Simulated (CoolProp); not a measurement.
CH3F (R41) along the isobar 7120 kPa: Z from the reference equation and from simpler models built on Tc = 317.3 K, pc = 5906 kPa, ω = 0.200; each cubic takes its own stable root.

The numbers come from the reference Helmholtz-energy equation of state, Lemmon 2006 in CoolProp. It is a short technical equation, of lower accuracy than the large ones.

| T (K) | phase | reference | van der Waals | Peng-Robinson |
|---|---|---|---|---|
| 188.1 | liquid | 0.1715 | 0.3204 | 0.1916 |
| 196.1 | liquid | 0.1674 | 0.3119 | 0.1868 |
| 204 | liquid | 0.1638 | 0.3044 | 0.1826 |
| 212 | liquid | 0.1607 | 0.2977 | 0.1790 |
| 219.9 | liquid | 0.1581 | 0.2919 | 0.1761 |
| 227.9 | liquid | 0.1558 | 0.2868 | 0.1736 |
| 235.8 | liquid | 0.1539 | 0.2825 | 0.1718 |
| 243.8 | liquid | 0.1525 | 0.2790 | 0.1706 |
| 251.7 | liquid | 0.1516 | 0.2762 | 0.1700 |
| 259.7 | liquid | 0.1511 | 0.2743 | 0.1702 |
| 267.6 | liquid | 0.1511 | 0.2732 | 0.1711 |
